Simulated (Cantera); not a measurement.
# Gas-phase reforming

A perfectly stirred reactor is fed with CH4 : H2O : H2 = 1 : 1.3 : 0.31 (molar parts), at 5.00 bar; it is held at 1825 K, and followed from long to short residence time.

Model: GRI-Mech 3.0 (53 species, 325 reactions), integrated in Cantera.

```tsv
τ (s)	x CH4	x H2O	x H2	x C2H4	x HO2	x O2
5.9	0.00853	0.0752	0.706	0.000182	<1e-12	1.02e-11
1.4	0.0163	0.0980	0.683	0.000629	<1e-12	1.69e-11
0.33	0.0273	0.142	0.643	0.00155	<1e-12	3.40e-11
0.079	0.0429	0.212	0.581	0.00281	<1e-12	7.32e-11
0.019	0.0682	0.295	0.500	0.00385	<1e-12	1.50e-10
0.0044	0.116	0.370	0.409	0.00435	<1e-12	2.76e-10
0.0011	0.189	0.421	0.316	0.00528	1.22e-12	4.47e-10
```
x: mole fraction; the columns are a selection and need not sum to one.
